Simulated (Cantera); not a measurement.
A counterflow diffusion flame at 1.10 bar, nozzles 20 mm apart: fuel side CO : H₂ : N₂ = 1 : 0.03 : 0.8 (molar parts) at 600 K, oxidiser side O₂ : N₂ = 0.28 : 0.72 (molar parts) at 375 K, fuel mass flux 0.79 times the oxidiser's; mixture-averaged transport, no radiation.

Computed with Cantera and GRI-Mech 3.0 (53 species, 325 reactions). The maximum strain rate includes the flame's own expansion and is several times the mean.

x: mole fraction; the columns are a selection and need not sum to one.

| oxidiser flux (kg/m²/s) | max strain (1/s) | mean strain (1/s) | T max (K) | peak x OH | peak x H | peak x NO | peak x CO |
|---|---|---|---|---|---|---|---|
| 0.66 | 250 | 75.0 | 1943 | 0.00275 | 0.00494 | 0.000103 | 0.547 |
| 0.86 | 320 | 97.7 | 1905 | 0.00268 | 0.00538 | 8.61e-5 | 0.547 |
| 1.1 | [?] | 125 | 1868 | 0.00260 | 0.00578 | [?] | 0.547 |
| 1.5 | 541 | 170 | 1821 | 0.00251 | 0.00628 | 6.28e-5 | 0.547 |
| 1.9 | 676 | 216 | 1783 | 0.00239 | 0.00662 | 5.55e-5 | 0.547 |
| 2.5 | [?] | 284 | 1737 | 0.00225 | 0.00695 | [?] | 0.547 |
| 3.2 | 1110 | 363 | 1691 | 0.00208 | 0.00715 | 4.06e-5 | 0.547 |
| 4.2 | 1430 | 477 | 1633 | 0.00186 | 0.00717 | 3.25e-5 | 0.547 |

Fill in the missing entries.


- 1.1, max strain (1/s): 402
- 1.1, peak x NO: 7.41e-5
- 2.5, max strain (1/s): 877
- 2.5, peak x NO: 4.77e-5
